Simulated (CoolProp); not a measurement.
A simple Rankine cycle with water: condensing at 309.15 K, boiler at 0.436 MPa, turbine inlet 434.9 K, turbine efficiency 0.8, pump efficiency 0.6, no recuperator. Each further row changes one setting.

Computed with CoolProp (reference Helmholtz-energy equation of state, Wagner 2002).

```csv
case,thermal efficiency (%),net work (kJ/kg),heat in (kJ/kg),turbine exit temperature (K),volume ratio over the turbine
as stated,19.4,510,2620,309.2,47.1
turbine inlet 454.9 K,…,521,…,309.2,45.5
condensing temperature 301.15 K,…,551,…,301.2,71.4
boiler pressure 0.305 MPa,17.9,…,…,309.2,33.3
turbine efficiency 0.7,…,446,2620,309.2,…
```

Problem. Complete the blanks.

Solution. 
- turbine inlet 454.9 K, thermal efficiency (%): 19.5
- turbine inlet 454.9 K, heat in (kJ/kg): 2670
- condensing temperature 301.15 K, thermal efficiency (%): 20.7
- condensing temperature 301.15 K, heat in (kJ/kg): 2660
- boiler pressure 0.305 MPa, net work (kJ/kg): 473
- boiler pressure 0.305 MPa, heat in (kJ/kg): 2630
- turbine efficiency 0.7, thermal efficiency (%): 17.0
- turbine efficiency 0.7, volume ratio over the turbine: 48.5

The expansion ends wet for: as stated; turbine inlet 454.9 K; condensing temperature 301.15 K; boiler pressure 0.305 MPa; turbine efficiency 0.7.
